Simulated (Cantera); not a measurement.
A perfectly stirred reactor is fed with H₂ : O₂ = 0.09 : 1 (molar parts), at 10.00 Torr; it is held at 1000 K, and followed from long to short residence time.

Cantera simulation using the H2/O2 subset of GRI-Mech 3.0, which has no nitrogen chemistry; the numbers are that mechanism's predictions, not measurements. Radical loss at walls, strong at low pressure, is not modelled. The temperature is held fixed by assumption; the heat of reaction is taken as removed at once.

x: mole fraction; the columns are a selection and need not sum to one.

```csv
τ (s),x H₂,x O₂,x H,x H₂O,x OH
1.7,0.000482,0.913,0.000121,0.0853,?
0.51,0.000961,0.911,0.000395,0.0845,?
0.15,0.00192,0.909,0.00128,0.0827,?
0.046,0.00376,0.904,0.00373,0.0789,?
0.014,0.00748,0.897,0.00938,0.0711,?
0.0042,0.0155,0.890,0.0170,0.0578,?
0.0013,0.0332,0.892,0.0179,0.0388,?
0.00039,0.0685,0.909,0.00538,0.0105,?
```

Question: What belongs in the gaps?

Answer: 
- 1.7, x OH: 0.000427
- 0.51, x OH: 0.000671
- 0.15, x OH: 0.00108
- 0.046, x OH: 0.00169
- 0.014, x OH: 0.00255
- 0.0042, x OH: 0.00348
- 0.0013, x OH: 0.00381
- 0.00039, x OH: 0.00183
